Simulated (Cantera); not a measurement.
What does this Cantera script print?

```python
import numpy as np
import cantera as ct

gas_names = [...]  # 95 gases of nasa_gas.yaml made of C, F, H
cond_names = """
    C(gr) C6H6(L) C7H8(L) C8H18(L),n-octa
""".split()


# ... load() reads the species with a 1 bar reference pressure and builds the phases ...
atoms = {
    'CH2F2': {'C': 1, 'H': 2, 'F': 2},
    'H2': {'H': 2},
}
top_T = {'C(gr)': 4500}  # K; cautious upper limits of use, not melting points


# ... equilibrate(T, P, feed) seeds the gas with the atoms and calls Mixture.equilibrate('TP', solver="vcs", rtol=1e-11, max_steps=5000) ...
results = []
feed = {'CH2F2': 1, 'H2': 2.2}  # mol
T = 3325  # K
P = 21  # Pa
mix = equilibrate(T, P, feed)
results.append((T, P, feed, dict(zip(mix.species_names, mix.species_moles))))
print(gas.report(threshold=1e-06))
for i in range(1, mix.n_phases):
    print(f"{mix.phase(i).name:16s} {mix.phase_moles(i):12.5e} mol")
```

It prints:

```
       temperature   3325 K
          pressure   21 Pa
           density   4.6677e-06 kg/m^3
  mean mol. weight   6.1448 kg/kmol
   phase of matter   gas

                          1 kg             1 kmol
                     ---------------   ---------------
          enthalpy        4.8508e+07        2.9807e+08  J
   internal energy        4.4009e+07        2.7043e+08  J
           entropy             42069        2.5851e+05  J/K
    Gibbs function       -9.1373e+07       -5.6147e+08  J
 heat capacity c_p            3465.4             21294  J/K
 heat capacity c_v            2112.3             12980  J/K

                      mass frac. Y      mole frac. X     chem. pot. / RT
                     ---------------   ---------------   ---------------
                 C           0.19772           0.10115           -7.6131
                CF         0.0054798         0.0010859           -37.837
                CH        2.1729e-05        1.0256e-05           -26.136
                C2         0.0094313         0.0024125           -15.226
               C2H        6.9722e-05        1.7117e-05           -33.749
                C3         0.0033732        0.00057525           -22.839
                 F           0.61481           0.19885           -30.224
                 H           0.11114           0.67752           -18.523
                HF          0.057739          0.017734           -48.746
                H2        0.00020889         0.0006367           -37.046
     [  +85 minor]        3.8492e-06        5.0798e-07

C(gr)             0.00000e+00 mol
```

Equilibrium computed with Cantera from the NASA thermochemical tables; the gas is ideal and each condensed phase is pure.
